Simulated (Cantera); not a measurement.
A closed system holds: 1 mol S, 3.6 mol H₂O, 2.1 mol O₂, equilibrated at 2748 K and 0.100 bar.

Cantera equilibrium calculation (NASA polynomials, part measured and part estimated; ideal gas, pure solids and liquids). Candidate condensed phases: H₂O, H₂SO₄, S; 19 gas species. Rates play no part.

Base state: H₂O 0.415, O₂ 0.167, SO₂ 0.131, OH 0.100, H₂ 0.0571, O 0.0569, H 0.0513, SO 0.0208 (mole fractions); condensed: gas only.

Task: What changes in the equilibrium state with this change: O₂ from 2.1 to 0.47 mol?

Result: 
```csv
species,before,after
H₂O,0.415,0.442
H₂,0.0571,0.174
SO₂,0.131,0.126
O₂,0.167,0.0203
OH,0.100,0.0610
O,0.0569,0.0198
SO,0.0208,0.0578
H,0.0513,0.0897
S₂,4.47e-6,0.000284
H₂S,5.13e-6,0.000125
```
